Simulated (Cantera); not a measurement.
Input: 1 mol MgSO4, 0.38 mol H2O, 0.24 mol CO2, held at 350 °C and 7.50 Torr.

Method: chemical equilibrium by Gibbs-energy minimisation in Cantera with the NASA 1993 tables (ideal gas, pure condensed phases). Candidate condensed phases: C, C6H6, C7H8, C8H18, H2O, H2SO4, Mg, MgCO3, MgO, Mg(OH)2, MgS, MgSO4, S; 130 gas species. The numbers say what is thermodynamically allowed, not how fast it happens.

Base state: H2O 0.613, CO2 0.387 (mole fractions); condensed: MgSO4(s).

Task: What changes in the equilibrium state with this change: temperature from 350 °C to 1800 °C?

Result: 
```json
[
 {"species": "SO2", "before": "<1e-9", "after": "0.463"},
 {"species": "O2", "before": "<1e-9", "after": "0.232"},
 {"species": "H2O", "before": "0.613", "after": "0.169"},
 {"species": "CO2", "before": "0.387", "after": "0.107"},
 {"species": "OH", "before": "<1e-9", "after": "0.0122"},
 {"species": "Mg", "before": "<1e-9", "after": "4.25e-5"},
 {"species": "O", "before": "<1e-9", "after": "0.00555"},
 {"species": "CO", "before": "<1e-9", "after": "0.00527"},
 {"species": "SO", "before": "<1e-9", "after": "0.00271"},
 {"species": "H2", "before": "<1e-9", "after": "0.00172"},
 {"species": "H", "before": "<1e-9", "after": "0.00109"},
 {"species": "MgSO4(s), mol", "before": "1.00", "after": "0"},
 {"species": "MgO(s), mol", "before": "0", "after": "1.000"}
]
```
